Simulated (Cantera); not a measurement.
# Si + H2O + H2 (chemical vapour transport)

A closed system holds: 1 mol Si, 0.1 mol H2O, 0.055 mol H2, at 1648 K and 200000 Pa.

These are equilibrium values from Cantera (NASA tables, ideal gas, pure condensed phases), not measurements of a reactor. Candidate condensed phases: H2O, Si, SiO2; 18 gas species. Mutual solubility and eutectic melting of coexisting phases are not modelled. The tables hold silica as quartz up to 1696 K and as liquid above; real silica turns to tridymite and cristobalite and melts near 1996 K. Kinetics and transport are ignored.

```
Quantity                Value
-----------------  ----------
x(H2)                   0.997
x(SiO)                0.00299
x(H)                  6.29e-5
x(H2O)                1.39e-5
x(SiH2)               8.45e-6
x(SiH4)               2.41e-6
n(Si(s))            0.950 mol
n(SiO2(β-quartz))  0.0498 mol
gas amount         0.1555 mol
```
